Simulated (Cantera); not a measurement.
**Thermodynamics of sublimation and decomposition of ceramics, feed Al2O3 + N2**

Input: 1 mol Al2O3, 0.01 mol N2, at 0.00133 bar.

Equilibrium computed with Cantera from the NASA thermochemical tables; the gas is ideal and each condensed phase is pure. Candidate condensed phases: Al, AlN, Al2O3; 36 gas species. Ions and electrons are included (thermal ionisation). The numbers say what is thermodynamically allowed, not how fast it happens.

```
T (°C)    x O   x Al    x Al+      x e-     x AlO    x Al2O      x O2
------  -----  -----  -------  --------  --------  --------  --------
2727    0.506  0.286  0.00111  0.000966     0.147    0.0279    0.0267
3227    0.586  0.382  0.00755   0.00754    0.0122  0.000134   0.00189
3727    0.580  0.357   0.0297    0.0297   0.00126   1.22e-6  0.000202
4227    0.549  0.285   0.0808    0.0808  0.000176   2.15e-8   3.25e-5
4727    0.504  0.178    0.157     0.157   2.61e-5  4.54e-10   6.89e-6
```
x: gas mole fraction; nothing condenses.

From 2727 °C to 4727 °C nothing is condensed. The main Al-bearing gas is Al throughout.
